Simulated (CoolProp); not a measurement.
Tetradecamethylhexasiloxane (MD4M) along the isotherm 620 K: fugacity coefficient from the reference equation and from simpler models built on Tc = 653.2 K, pc = 8.286 bar, ω = 0.800; each cubic takes its own stable root.

Values from CoolProp's reference Helmholtz-energy equation of state, Thol 2019.

```
p (bar)   phase  reference
-------  ------  ---------
0.131       gas     0.9923
0.204       gas     0.9880
0.318       gas     0.9813
0.495       gas     0.9709
0.77        gas     0.9549
1.2         gas     0.9300
1.87        gas     0.8916
2.91        gas     0.8327
4.53        gas     0.7414
7.05     liquid     0.5268
11       liquid     0.3620
17.1     liquid     0.2583
26.6     liquid     0.1941
41.4     liquid     0.1575
```

How far does each simpler model (van der Waals, Redlich-Kwong, Soave-Redlich-Kwong, Peng-Robinson) lie from the reference over these 14 states: mean and median of the absolute difference, and the worst?


- van der Waals: mean 19.7 %, median 4.8 %, worst +75.9 % at 620 K and 41.4 bar
- Redlich-Kwong: mean 10.4 %, median 3.0 %, worst +32.6 % at 620 K and 41.4 bar
- Soave-Redlich-Kwong: mean 4.2 %, median 2.0 %, worst +13.7 % at 620 K and 41.4 bar
- Peng-Robinson: mean 1.6 %, median 0.9 %, worst +3.8 % at 620 K and 17.1 bar
